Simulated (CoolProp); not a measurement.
Vapour-liquid equilibrium of hydrogen sulfide (1) + benzene (2) at 334.8 K; x and y are mole fractions of (1).

Computed with CoolProp (multi-fluid Helmholtz-energy mixture model, Lemmon 2006 and Thol 2012; pair parameters Bell 2016).

### Question
Give the bubble pressure and the first vapour's composition at x = 0.2, 0.65, 0.8. Is there an azeotrope?

### Answer
x = 0.2: 7.553 bar, y = 0.930; x = 0.65: 25.70 bar, y = 0.985; x = 0.8: 33.12 bar, y = 0.992. No azeotrope shows between x = 0.05 and 0.95.

The pair parameters rest on a limited set of measurements; away from them the model extrapolates.
